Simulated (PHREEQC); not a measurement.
A solution holds 0.3 mol/kgw Pb(NO3)2, 0.014 mol/kgw NaF and 0.00087 mol/kgw Na2SO4, at 10 °C. Closed to the air; pH follows from the charge balance.

All values are PHREEQC results (ion-association model, wateq4f.dat), not measurements.

**Question.** The ionic strength comes out as 0.546 mol/kgw. What activity coefficients do Na+, NO3-, PbF+, F-, PbNO3+ get?

**Answer.** Na+ 0.71, NO3- 0.61, PbF+ 0.74, F- 0.63, PbNO3+ 0.74.

This is a speciation only: nothing precipitates in the calculation. Saturation is exceeded, for instance for PbF2, Anglesite; the values hold only as long as no solid forms. At this temperature some constants are extrapolated from 25 °C, and those without enthalpy data are left unchanged.
